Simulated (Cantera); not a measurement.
Cantera run, input and output.

```python
import numpy as np
import cantera as ct

gas = ct.Solution("gri30.yaml")
gas.TPX = 2675, 1100, {'CH4': 0.0044, 'H2': 1, 'O2': 0.014}
reactor = ct.IdealGasConstPressureReactor(gas, energy="off", clone=False)
net = ct.ReactorNet([reactor])
net.rtol, net.atol = 1e-08, 1e-18
show = ['CH4', 'H2', 'O2', 'CH3', 'CO', 'C2H6']
times = np.geomspace(0.0006, 50, 15)

steps = ct.SolutionArray(gas, extra=["t"])
rows = []
print(f"{'t/s':>10s}{'T/K':>9s}{'P/Pa':>11s}" + "".join(f"{s:>11s}" for s in show))
for t in times:
    while net.time < t:
        t_next = net.step()
        steps.append(gas.state, t=t_next)
    rows.append([np.interp(t, steps.t, y) for y in (steps.T, steps.P, *steps(*show).X.T)])
    print(f"{t:10.3e}{rows[-1][0]:9.1f}{rows[-1][1]:11.4g}" + "".join(f"{x:11.3e}" for x in rows[-1][2:]))
rate = np.gradient(steps.T, steps.t)
print("integrator steps:", len(steps.t))
if steps.T.max() > steps.T[0] + 200:
    print(f"time of steepest temperature rise: {steps.t[rate.argmax()]:.4e} s")
gas.TPX = 2675, 1100, {'CH4': 0.0044, 'H2': 1, 'O2': 0.014}
gas.equilibrate("TP")
print(f"equilibrium (TP): T = {gas.T:.1f} K  " + "  ".join(f"{s} {gas[s].X[0]:.3e}" for s in show))
```

Output:

```
       t/s      T/K       P/Pa        CH4         H2         O2        CH3         CO       C2H6
 6.000e-04   2675.0       1100  2.517e-03  9.397e-01  1.294e-03  1.410e-03  1.453e-04  4.998e-08
 1.348e-03   2675.0       1100  1.829e-03  9.319e-01  1.147e-06  1.276e-03  3.423e-04  3.335e-08
 3.028e-03   2675.0       1100  9.934e-04  9.261e-01  1.039e-07  8.226e-04  7.565e-04  1.164e-08
 6.802e-03   2675.0       1100  3.593e-04  9.189e-01  1.407e-07  3.563e-04  1.567e-03  1.797e-09
 1.528e-02   2675.0       1100  1.151e-04  9.094e-01  1.870e-07  1.386e-04  2.844e-03  2.175e-10
 3.432e-02   2675.0       1100  1.178e-05  8.932e-01  2.802e-07  1.830e-05  4.018e-03  2.775e-12
 7.710e-02   2675.0       1100  2.286e-10  8.605e-01  5.853e-07  5.194e-10  4.079e-03  6.610e-21
 1.732e-01   2675.0       1100  7.395e-13  7.989e-01  1.562e-06  2.803e-12  3.943e-03  1.964e-26
 3.891e-01   2675.0       1100  8.857e-14  7.074e-01  4.262e-06  5.774e-13  3.739e-03  3.857e-28
 8.740e-01   2675.0       1100  1.792e-14  6.251e-01  8.443e-06  1.731e-13  3.556e-03  2.014e-29
 1.963e+00   2675.0       1100  1.073e-14  5.967e-01  1.037e-05  1.174e-13  3.492e-03  7.840e-30
 4.411e+00   2675.0       1100  1.042e-14  5.950e-01  1.049e-05  1.148e-13  3.488e-03  7.432e-30
 9.908e+00   2675.0       1100  1.042e-14  5.950e-01  1.049e-05  1.148e-13  3.488e-03  7.432e-30
 2.226e+01   2675.0       1100  1.042e-14  5.950e-01  1.049e-05  1.148e-13  3.488e-03  7.432e-30
 5.000e+01   2675.0       1100  1.042e-14  5.950e-01  1.049e-05  1.148e-13  3.488e-03  7.432e-30
integrator steps: 2098
equilibrium (TP): T = 2675.0 K  CH4 1.075e-14  H2 5.950e-01  O2 1.049e-05  CH3 1.184e-13  CO 3.488e-03  C2H6 7.904e-30
```

Detailed kinetics in Cantera: GRI-Mech 3.0 (53 species, 325 reactions). Radical loss at walls, strong at low pressure, is not modelled.
